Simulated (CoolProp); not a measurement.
The numbers come from the reference Helmholtz-energy equation of state, Tillner-Roth 1997 in CoolProp.

Question: Give the vapour pressure (MPa), liquid density (kg/m³), vapour density (kg/m³), enthalpy of vaporisation (kJ/kg) of saturated CH2F2 (R32) at 193.1, 213.2, 313.7 K.

Answer: 
```json
[
 {"T (K)": "193.1", "p (MPa)": "0.0186", "liquid density (kg/m³)": "1290", "vapour density (kg/m³)": "0.611", "enthalpy of vaporisation (kJ/kg)": "411"},
 {"T (K)": "213.2", "p (MPa)": "0.0651", "liquid density (kg/m³)": "1240", "vapour density (kg/m³)": "1.97", "enthalpy of vaporisation (kJ/kg)": "391"},
 {"T (K)": "313.7", "p (MPa)": "2.51", "liquid density (kg/m³)": "890", "vapour density (kg/m³)": "74.5", "enthalpy of vaporisation (kJ/kg)": "236"}
]
```
